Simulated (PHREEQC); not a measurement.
Dissolve 75 mmol/kgw HF, 41 mmol/kgw CsF and 120 mmol/kgw H2SO4 at 16 °C. Closed to the air; pH follows from the charge balance.

All values are PHREEQC results (ion-association model, wateq4f.dat), not measurements.

This is a speciation only: nothing precipitates in the calculation.

**Question.** Order these F species by the share of F that they hold, largest first: HF2-, F-, HF, H2F2.

**Answer.** HF (64 %), H2F2 (35 %), F- (0.81 %), HF2- (0.44 %)

The pH is 1.05 and the ionic strength 0.182 mol/kgw. Species that the database lacks are ignored. wateq4f.dat counts part of the HF as a dimer, H2F2, which phreeqc.dat doesn't know; its constant is uncertain.
